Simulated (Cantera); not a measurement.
A freely propagating, adiabatic, planar premixed flame of H₂ : O₂ : N₂ : H₂O = 1 : 0.532 : 1.65 : 0.12 (molar parts), equivalence ratio 0.94, unburnt at 423 K and 4.40 bar; mixture-averaged transport, grid criteria slope 0.08 and curve 0.16, no radiation.

Computed with Cantera and the H2/O2 subset of GRI-Mech 3.0, which has no nitrogen chemistry. The hydrogen kinetics of GRI-Mech 3.0 are dated; newer H2 mechanisms differ, most at raised pressure. Burning velocities carry a grid error of a few per cent, more on coarse grids.

x: mole fraction of selected species; z is measured from the peak of heat release.

```json
[
 {"z (mm)": "-0.169", "T (K)": "423", "u (m/s)": "3.74", "x H₂": "0.303", "x O₂": "0.161", "x H₂O": "0.0363", "x H": "<1e-8", "x H₂O₂": "<1e-8", "x HO₂": "<1e-8"},
 {"z (mm)": "-0.113", "T (K)": "423", "u (m/s)": "3.74", "x H₂": "0.303", "x O₂": "0.161", "x H₂O": "0.0364", "x H": "<1e-8", "x H₂O₂": "<1e-8", "x HO₂": "<1e-8"},
 {"z (mm)": "-0.0846", "T (K)": "423", "u (m/s)": "3.73", "x H₂": "0.302", "x O₂": "0.161", "x H₂O": "0.0364", "x H": "<1e-8", "x H₂O₂": "1.02e-8", "x HO₂": "9.49e-8"},
 {"z (mm)": "-0.0564", "T (K)": "425", "u (m/s)": "3.74", "x H₂": "0.300", "x O₂": "0.162", "x H₂O": "0.0366", "x H": "<1e-8", "x H₂O₂": "2.18e-7", "x HO₂": "1.98e-6"},
 {"z (mm)": "-0.0282", "T (K)": "477", "u (m/s)": "4.08", "x H₂": "0.276", "x O₂": "0.166", "x H₂O": "0.0405", "x H": "2.06e-6", "x H₂O₂": "2.67e-5", "x HO₂": "0.000266"},
 {"z (mm)": "-0.0141", "T (K)": "784", "u (m/s)": "6.42", "x H₂": "0.226", "x O₂": "0.160", "x H₂O": "0.0726", "x H": "0.00113", "x H₂O₂": "0.000144", "x HO₂": "0.00121"},
 {"z (mm)": "0", "T (K)": "1283", "u (m/s)": "10.2", "x H₂": "0.151", "x O₂": "0.126", "x H₂O": "0.155", "x H": "0.0106", "x H₂O₂": "5.90e-5", "x HO₂": "0.000533"},
 {"z (mm)": "0.0141", "T (K)": "1639", "u (m/s)": "12.9", "x H₂": "0.0852", "x O₂": "0.0786", "x H₂O": "0.241", "x H": "0.0216", "x H₂O₂": "7.15e-6", "x HO₂": "0.000249"},
 {"z (mm)": "0.0282", "T (K)": "1842", "u (m/s)": "14.4", "x H₂": "0.0525", "x O₂": "0.0497", "x H₂O": "0.289", "x H": "0.0240", "x H₂O₂": "3.96e-6", "x HO₂": "0.000128"},
 {"z (mm)": "0.0564", "T (K)": "2043", "u (m/s)": "15.9", "x H₂": "0.0360", "x O₂": "0.0331", "x H₂O": "0.318", "x H": "0.0184", "x H₂O₂": "2.33e-6", "x HO₂": "6.08e-5"},
 {"z (mm)": "0.113", "T (K)": "2216", "u (m/s)": "17.0", "x H₂": "…", "x O₂": "…", "x H₂O": "0.337", "x H": "…", "x H₂O₂": "…", "x HO₂": "…"},
 {"z (mm)": "0.226", "T (K)": "2352", "u (m/s)": "17.9", "x H₂": "…", "x O₂": "…", "x H₂O": "0.353", "x H": "…", "x H₂O₂": "…", "x HO₂": "…"},
 {"z (mm)": "0.451", "T (K)": "2440", "u (m/s)": "18.5", "x H₂": "0.0141", "x O₂": "0.0194", "x H₂O": "0.366", "x H": "0.00266", "x H₂O₂": "8.65e-7", "x HO₂": "9.63e-6"}
]
```

What belongs in the gaps?


- 0.113, x H₂: 0.0283
- 0.113, x O₂: 0.0267
- 0.113, x H: 0.0106
- 0.113, x H₂O₂: 1.52e-6
- 0.113, x HO₂: 3.16e-5
- 0.226, x H₂: 0.0206
- 0.226, x O₂: 0.0224
- 0.226, x H: 0.00539
- 0.226, x H₂O₂: 1.09e-6
- 0.226, x HO₂: 1.64e-5
